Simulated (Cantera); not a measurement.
What does this Cantera script print?

```python
import numpy as np
import cantera as ct

gas_names = """
    H HNO HNO2 HNO3 HO2 H2 H2O H2O2 N NH NH2 NH3 NH2OH NO NO2 NO3 N2 N2H2 N2H4 N2O O OH O2 O3
""".split()
cond_names = """
    H2O(s) H2O(L)
""".split()


# ... load() reads the species with a 1 bar reference pressure and builds the phases ...
atoms = {
    'NH3': {'N': 1, 'H': 3},
    'H2O': {'H': 2, 'O': 1},
    'O2': {'O': 2},
}
top_T = {}  # K; cautious upper limits of use, not melting points


# ... equilibrate(T, P, feed) seeds the gas with the atoms and calls Mixture.equilibrate('TP', solver="vcs", rtol=1e-11, max_steps=5000) ...
results = []
feed = {'NH3': 1, 'H2O': 0.13, 'O2': 0.18}  # mol
T = 2475  # K
P = 100000  # Pa
mix = equilibrate(T, P, feed)
results.append((T, P, feed, dict(zip(mix.species_names, mix.species_moles))))
x = sorted(zip(gas.X, gas.species_names), reverse=True)
print(f"T = {T:g} K  P = {P:g} Pa  gas = {mix.phase_moles(0):.4g} mol")
print("   x: " + "  ".join(f"{s} {v:.3e}" for v, s in x if v > 1e-06))
print("   condensed (mol): " + ("  ".join(f"{mix.phase(i).name} {mix.phase_moles(i):.4g}"
      for i in range(1, mix.n_phases) if mix.phase_moles(i) > 1e-12) or "none"))
```

Result:

```
T = 2475 K  P = 100000 Pa  gas = 2.149 mol
   x: H2 5.231e-01  N2 2.326e-01  H2O 2.265e-01  H 1.627e-02  OH 1.418e-03  NO 5.941e-05  O 2.915e-05  O2 5.190e-06  NH3 1.946e-06
   condensed (mol): none
```

Equilibrium computed with Cantera from the NASA thermochemical tables; the gas is ideal and each condensed phase is pure.
